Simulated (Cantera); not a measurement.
Cantera with NASA thermochemical tables; ideal gases at 1 bar, condensed phases pure. Values are per mole of reaction as written; species without (g) are pure solids or liquids, kept so even where they would boil at 1 bar.

Q: Between 1598 and 1898 K, where is each reaction favourable under standard conditions?
- O2(g) + 4 Na(g) + 2 SO3(g) = 2 Na2SO4
- 4 NaOH + Na2S = 4 Na(g) + Na2SO4 + 4 H(g)

A: 
- O2(g) + 4 Na(g) + 2 SO3(g) = 2 Na2SO4: ΔG° is -947 kJ at 1598 K and -714 kJ at 1898 K; it stays negative (K > 1). ΔH° is -2169 kJ and ΔS° -766 J/K at 1898 K.
- 4 NaOH + Na2S = 4 Na(g) + Na2SO4 + 4 H(g): ΔG° is 740 kJ at 1598 K and 534 kJ at 1898 K; it stays positive (K < 1). ΔH° is 1830 kJ and ΔS° 683 J/K at 1898 K.
